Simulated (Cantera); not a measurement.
Feed: 1 mol Si, 0.14 mol NH3, 47 mol N2, 0.96 mol CO, equilibrated at 2.30 mbar.

Cantera equilibrium calculation (NASA polynomials, part measured and part estimated; ideal gas, pure solids and liquids). Candidate condensed phases: C, C6H6, C7H8, C8H18, H2O, Si, SiC, SiO2, Si2N2O, Si3N4; 151 gas species. The numbers say what is thermodynamically allowed, not how fast it happens. All values below are at 802 °C.

Base state: N2 0.986, CO 0.00974, H2 0.00444 (mole fractions); condensed: C(graphite) + Si2N2O(s).

Problem. What changes in the equilibrium state with this change: pressure from 2.30 mbar to 1.00 bar?

Solution. 
```tsv
species	before	after
N2	0.986	0.994
H2	0.00444	0.00447
CO	0.00974	0.00168
C(graphite), mol	0.500	0.881
Si2N2O(s), mol	0.500	0.373
SiO2(β-quartz), mol	0	0.254
```
Mutual solubility and eutectic melting of coexisting phases are not modelled.
